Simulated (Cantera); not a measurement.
Input (Python, Cantera):

```python
import numpy as np
import cantera as ct

gas = ct.Solution("gri30.yaml", transport_model="mixture-averaged")
show = ['NH3', 'NO', 'O']

rows = []
print(f"{'T/K':>7s}{'rho':>11s}{'cp':>10s}{'mu':>11s}{'lambda':>11s}{'Pr':>7s}" + "".join(f"{'D_' + s:>11s}" for s in show))
for T in [400, 650, 900, 1150, 1400, 1650, 1900, 2150, 2400]:
    gas.TPX = T, 100000, {'N2O': 0.65, 'CO2': 0.67}
    Pr = gas.cp_mass * gas.viscosity / gas.thermal_conductivity
    D = [gas.mix_diff_coeffs_mole[gas.species_index(s)] for s in show]
    rows.append([gas.density, gas.cp_mass, gas.viscosity, gas.thermal_conductivity, Pr, *D])
    print(f"{T:7g}{gas.density:11.4e}{gas.cp_mass:10.1f}{gas.viscosity:11.4e}"
          f"{gas.thermal_conductivity:11.4e}{Pr:7.3f}" + "".join(f"{d:11.4e}" for d in D))
print("SI units: kg/m3, J/kg/K, Pa s, W/m/K, m2/s")
```

Result:

```
    T/K        rho        cp         mu     lambda     Pr      D_NH3       D_NO        D_O
    400 1.3233e+00     953.9 1.9606e-05 2.5395e-02  0.736 2.8500e-05 2.6307e-05 4.2831e-05
    650 8.1435e-01    1114.6 2.9396e-05 4.4586e-02  0.735 7.2085e-05 6.1624e-05 9.9683e-05
    900 5.8814e-01    1215.0 3.7552e-05 6.2069e-02  0.735 1.3060e-04 1.0739e-04 1.7323e-04
   1150 4.6029e-01    1277.1 4.4702e-05 7.7895e-02  0.733 2.0176e-04 1.6233e-04 2.6150e-04
   1400 3.7809e-01    1320.0 5.1168e-05 9.2363e-02  0.731 2.8415e-04 2.2563e-04 3.6321e-04
   1650 3.2081e-01    1351.4 5.7143e-05 1.0574e-01  0.730 3.7683e-04 2.9673e-04 4.7747e-04
   1900 2.7859e-01    1374.1 6.2747e-05 1.1823e-01  0.729 4.7916e-04 3.7521e-04 6.0358e-04
   2150 2.4620e-01    1390.8 6.8062e-05 1.3000e-01  0.728 5.9067e-04 4.6070e-04 7.4098e-04
   2400 2.2055e-01    1403.4 7.3147e-05 1.4117e-01  0.727 7.1100e-04 5.5295e-04 8.8924e-04
SI units: kg/m3, J/kg/K, Pa s, W/m/K, m2/s
```

Detailed kinetics in Cantera: GRI-Mech 3.0 (53 species, 325 reactions). The composition is frozen, though it would react at the higher temperatures.
